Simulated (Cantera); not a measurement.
What does this Cantera script print?

```python
import numpy as np
import cantera as ct

gas_names = [...]  # 136 gases of nasa_gas.yaml made of C, H, N, O
cond_names = """
    C(gr) C6H6(L) C7H8(L) C8H18(L),n-octa H2O(s) H2O(L)
""".split()


# ... load() reads the species with a 1 bar reference pressure and builds the phases ...
atoms = {
    'CH3OH': {'C': 1, 'H': 4, 'O': 1},
    'H2O': {'H': 2, 'O': 1},
    'N2': {'N': 2},
}
top_T = {'C(gr)': 4500}  # K; cautious upper limits of use, not melting points


# ... equilibrate(T, P, feed) seeds the gas with the atoms and calls Mixture.equilibrate('TP', solver="vcs", rtol=1e-11, max_steps=5000) ...
results = []
feed = {'CH3OH': 1, 'H2O': 1.1, 'N2': 2.4}  # mol
P = 101325  # Pa
for T in [1950, 2025, 2100, 2175, 2250, 2325, 2400, 2475, 2550, 2625, 2700, 2775]:
    mix = equilibrate(T, P, feed)
    results.append((T, P, feed, dict(zip(mix.species_names, mix.species_moles))))

top = {s: max(r[3][s] / sum(r[3][g] for g in gas_names) for r in results) for s in gas_names}
cols = sorted((s for s in top if top[s] > 0.001), key=lambda s: -top[s])[:8]
seen = [c for c in cond_names if any(r[3].get(c, 0) > 1e-12 for r in results)]
print("log10 of partial pressures in bar; condensed amounts in mol")
print(f"{'T/K':>10s}" + "".join(f"{s[:9]:>10s}" for s in cols + seen))
for T, P, feed, n in results:
    ng = sum(n[g] for g in gas_names)
    print(f"{T:10.4g}" + "".join(f"{np.log10(max(n[s] / ng * P / 1e5, 1e-99)):10.3f}" for s in cols)
          + "".join(f"{n.get(c, 0):10.4g}" for c in seen))
```

Output:

```
log10 of partial pressures in bar; condensed amounts in mol
       T/K        N2        H2       H2O        CO         H       CO2        OH
      1950    -0.427    -0.486    -0.807    -0.852    -3.184    -1.816    -4.546
      2025    -0.427    -0.487    -0.805    -0.850    -2.959    -1.837    -4.257
      2100    -0.427    -0.489    -0.803    -0.848    -2.751    -1.857    -3.990
      2175    -0.428    -0.490    -0.802    -0.847    -2.557    -1.875    -3.740
      2250    -0.428    -0.492    -0.802    -0.846    -2.375    -1.891    -3.508
      2325    -0.428    -0.494    -0.801    -0.845    -2.206    -1.906    -3.291
      2400    -0.429    -0.497    -0.802    -0.844    -2.047    -1.921    -3.088
      2475    -0.430    -0.501    -0.803    -0.844    -1.898    -1.934    -2.897
      2550    -0.431    -0.505    -0.806    -0.844    -1.759    -1.947    -2.718
      2625    -0.433    -0.511    -0.810    -0.845    -1.627    -1.960    -2.551
      2700    -0.435    -0.517    -0.815    -0.846    -1.504    -1.972    -2.394
      2775    -0.438    -0.525    -0.823    -0.848    -1.388    -1.986    -2.247
```

These are equilibrium values from Cantera (NASA tables, ideal gas, pure condensed phases), not measurements of a reactor.
